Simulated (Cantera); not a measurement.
**Hydrocarbon pyrolysis for carbon deposition**

An isothermal, constant-pressure homogeneous reactor starts with C2H6 : N2 = 1 : 13 (molar parts), at 1075 K and 280 Pa.

Cantera simulation using GRI-Mech 3.0 (53 species, 325 reactions); the numbers are that mechanism's predictions, not measurements. GRI-Mech 3.0 stops at C3 and has no aromatics, soot or wall deposition, so with more carbon than oxygen in the feed, carbon stays in small species such as C2H2 where larger ones or solid carbon would form. Radical loss at walls, strong at low pressure, is not modelled.

```tsv
t (s)	x C2H6	x CH2	x H	x HCN	x C2H2	x CH4	x CH3
2.00e-5	0.0714	<1e-12	<1e-12	<1e-12	<1e-12	<1e-12	3.48e-9
0.000111	0.0714	<1e-12	<1e-12	<1e-12	<1e-12	2.08e-11	1.93e-8
0.000616	0.0714	<1e-12	1.48e-11	<1e-12	<1e-12	6.40e-10	1.07e-7
0.00342	0.0714	<1e-12	6.72e-10	<1e-12	<1e-12	1.94e-8	5.76e-7
0.0190	0.0714	1.52e-12	2.07e-8	<1e-12	<1e-12	5.41e-7	2.76e-6
0.105	0.0713	3.58e-11	3.62e-7	<1e-12	3.92e-9	1.09e-5	8.67e-6
0.585	0.0690	5.46e-10	1.30e-6	5.98e-12	4.42e-6	0.000237	3.62e-5
3.25	0.0509	6.65e-10	1.76e-6	2.08e-11	0.000323	0.00261	3.80e-5
18.0	0.00625	1.58e-10	2.23e-6	3.22e-11	0.00542	0.0106	1.13e-5
100	9.86e-5	2.30e-12	3.88e-7	3.30e-11	0.0151	0.0115	1.12e-6
```
x: mole fraction; the columns are a selection and need not sum to one.

Equilibrium at this temperature and pressure: C2H6 2.75e-7, CH2 <1e-12, H 9.29e-8, HCN 0.0478, C2H2 0.0333, CH4 0.00967, CH3 1.46e-7 (gas phase only).
